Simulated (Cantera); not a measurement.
## C6H6 + H2O + N2 + CO2 (carbon deposition, reforming and gasification)

A closed system holds: 1 mol C6H6, 0.8 mol H2O, 0.32 mol N2, 0.55 mol CO2, held at 0.100 bar.

Method: chemical equilibrium by Gibbs-energy minimisation in Cantera with the NASA 1993 tables (ideal gas, pure condensed phases). Candidate condensed phases: C, C6H6, C7H8, C8H18, H2O; 136 gas species. Equilibrium is a limit: real reactors are often held back by kinetics, nucleation or transport.

From 850 K to 2150 K the condensed part is C(graphite). The main C-bearing gas is CO throughout. The share of C in condensed phases is highest at 850 K (79.8 %) and lowest at 2150 K (70.3 %).

| T (K) | log p H2 | log p CO | log p H2O | log p CO2 | log p N2 | log p CH4 | log p H | n C(graphite) |
|---|---|---|---|---|---|---|---|---|
| 850 | -1.21 | -1.77 | -2.14 | -2.21 | -2.21 | -2.63 | -11.30 | 5.23 |
| 950 | -1.20 | -1.55 | -2.78 | -2.87 | -2.26 | -3.18 | -9.86 | 4.79 |
| 1050 | -1.20 | -1.51 | -3.45 | -3.69 | -2.27 | -3.65 | -8.69 | 4.67 |
| 1150 | -1.20 | -1.50 | -4.03 | -4.41 | -2.27 | -4.03 | -7.73 | 4.65 |
| 1250 | -1.20 | -1.50 | -4.52 | -5.02 | -2.27 | -4.36 | -6.92 | 4.65 |
| 1350 | -1.20 | -1.50 | -4.94 | -5.54 | -2.27 | -4.64 | -6.22 | 4.65 |
| 1450 | -1.20 | -1.50 | -5.30 | -5.98 | -2.27 | -4.88 | -5.62 | 4.65 |
| 1550 | -1.20 | -1.50 | -5.62 | -6.37 | -2.28 | -5.09 | -5.10 | 4.65 |
| 1650 | -1.20 | -1.50 | -5.89 | -6.70 | -2.28 | -5.28 | -4.64 | 4.65 |
| 1750 | -1.20 | -1.50 | -6.14 | -6.99 | -2.28 | -5.44 | -4.23 | 4.64 |
| 1850 | -1.20 | -1.50 | -6.35 | -7.26 | -2.28 | -5.59 | -3.87 | 4.64 |
| 1950 | -1.20 | -1.50 | -6.55 | -7.49 | -2.28 | -5.72 | -3.54 | 4.63 |
| 2050 | -1.20 | -1.50 | -6.72 | -7.70 | -2.29 | -5.84 | -3.25 | 4.62 |
| 2150 | -1.21 | -1.50 | -6.88 | -7.89 | -2.30 | -5.95 | -2.98 | 4.61 |
log p: log10 of the partial pressure in bar; n: condensed amount in mol.
